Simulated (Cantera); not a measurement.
Input: 1 mol S, 0.08 mol SO2, 33 mol N2, 6.8 mol H2, at 1400000 Pa.

Equilibrium computed with Cantera from the NASA thermochemical tables; the gas is ideal and each condensed phase is pure. Candidate condensed phases: H2O, H2SO4, S; 35 gas species. Rates play no part. All values below are at 1575 K.

Base state: N2 0.829, H2 0.140, H2S 0.0262, H2O 0.00402, S2 0.000377, SH 0.000156, NH3 3.35e-5 (mole fractions); condensed: gas only.

Q: What changes in the equilibrium state with this change: pressure from 1400000 Pa to 130000 Pa?

A: 
```csv
species,before,after
N2,0.829,0.827
H2,0.140,0.145
H2S,0.0262,0.0215
S2,0.000377,0.00257
NH3,3.35e-5,3.25e-6
H,4.16e-6,1.39e-5
SH,0.000156,0.000415
```
